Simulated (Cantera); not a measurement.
A Cantera script and what it prints.

```python
import numpy as np
import cantera as ct

gas_names = """
    AL ALCL ALCL2 ALCL3 ALH ALN AL2 AL2CL6 CL CL2 H HCL H2 N NH NH2 NH3 N2 N2H2 N2H4
""".split()
cond_names = """
    AL(cr) AL(L) ALCL3(s) ALCL3(L) ALN(s) NH4CL(a) NH4CL(b)
""".split()


def load(file, names, dense=False):
    # The tables refer to 1 bar. Condensed volumes are neglected.
    table = {s.name: s for s in ct.Species.list_from_file(file)}
    out = []
    for n in names:
        d = dict(table[n].input_data)
        d["thermo"] = dict(d["thermo"], **{"reference-pressure": 1e5})
        if dense:
            d["equation-of-state"] = {"model": "constant-volume", "density": "1e6 g/cm^3"}
        out.append(ct.Species.from_dict(d))
    return out


gas = ct.Solution(thermo="ideal-gas", species=load("nasa_gas.yaml", gas_names))
cond = {s.name: ct.Solution(thermo="fixed-stoichiometry", species=[s], name=s.name)
        for s in load("nasa_condensed.yaml", cond_names, dense=True)}
atoms = {
    'AlN': {'AL': 1, 'N': 1},
    'HCl': {'H': 1, 'CL': 1},
    'H2': {'H': 2},
}
top_T = {'ALN(s)': 2750}  # K; cautious upper limits of use, not melting points


def equilibrate(T, P, feed):
    n = {}
    for name, mol in feed.items():
        for a, k in atoms[name].items():
            n[a] = n.get(a, 0.0) + k * mol
    gas.TPX = T, P, n
    mass = sum(n.values()) * gas.mean_molecular_weight
    gas.equilibrate("TP")
    valid = [c for c in cond.values() if c.min_temp <= T <= top_T.get(c.name, c.max_temp)]
    mix = ct.Mixture([(gas, mass / gas.mean_molecular_weight)] + [(c, 0.0) for c in valid])
    mix.T, mix.P = T, P
    mix.equilibrate("TP", solver="vcs", rtol=1e-11, max_steps=5000)
    return mix


results = []
T = 1298.15  # K
P = 910  # Pa
for m in [2.6, 7.8, 13, 18, 23, 28, 34, 39, 44, 49, 54, 59, 64]:
    feed = {'AlN': 1, 'HCl': 2.7, 'H2': m}  # mol
    mix = equilibrate(T, P, feed)
    results.append((T, P, feed, dict(zip(mix.species_names, mix.species_moles))))

top = {s: max(r[3][s] / sum(r[3][g] for g in gas_names) for r in results) for s in gas_names}
cols = sorted((s for s in top if top[s] > 1e-06), key=lambda s: -top[s])[:8]
seen = [c for c in cond_names if any(r[3].get(c, 0) > 1e-12 for r in results)]
print("log10 of partial pressures in bar; condensed amounts in mol")
print(f"{'n(H2)':>10s}" + "".join(f"{s[:9]:>10s}" for s in cols + seen))
for T, P, feed, n in results:
    ng = sum(n[g] for g in gas_names)
    print(f"{feed['H2']:10.4g}" + "".join(f"{np.log10(max(n[s] / ng * P / 1e5, 1e-99)):10.3f}" for s in cols)
          + "".join(f"{n.get(c, 0):10.4g}" for c in seen))
```

Result:

```
log10 of partial pressures in bar; condensed amounts in mol
     n(H2)        H2     ALCL3       HCL        N2     ALCL2      ALCL         H        CL    ALN(s)
       2.6    -2.202    -2.920    -3.008    -3.213    -4.781    -5.369    -7.070    -7.949    0.2862
       7.8    -2.121    -3.275    -3.144    -3.564    -4.960    -5.371    -7.030    -8.126    0.3689
        13    -2.096    -3.492    -3.239    -3.776    -5.069    -5.372    -7.017    -8.234    0.4221
        18    -2.083    -3.647    -3.309    -3.926    -5.147    -5.374    -7.011    -8.310    0.4604
        23    -2.076    -3.770    -3.367    -4.046    -5.210    -5.375    -7.007    -8.372    0.4912
        28    -2.071    -3.875    -3.415    -4.145    -5.263    -5.377    -7.004    -8.423    0.5168
        34    -2.066    -3.982    -3.466    -4.247    -5.317    -5.379    -7.002    -8.475    0.5426
        39    -2.063    -4.060    -3.503    -4.320    -5.357    -5.380    -7.001    -8.514     0.561
        44    -2.061    -4.130    -3.536    -4.385    -5.393    -5.382    -7.000    -8.548    0.5772
        49    -2.059    -4.194    -3.566    -4.445    -5.426    -5.383    -6.999    -8.579    0.5916
        54    -2.058    -4.253    -3.594    -4.499    -5.456    -5.385    -6.998    -8.608    0.6045
        59    -2.057    -4.308    -3.620    -4.548    -5.484    -5.387    -6.997    -8.635    0.6162
        64    -2.056    -4.359    -3.644    -4.594    -5.511    -5.389    -6.997    -8.659    0.6268
```

Equilibrium computed with Cantera from the NASA thermochemical tables; the gas is ideal and each condensed phase is pure. The tables' values for AlCl2 are old estimates; treat these amounts as uncertain.
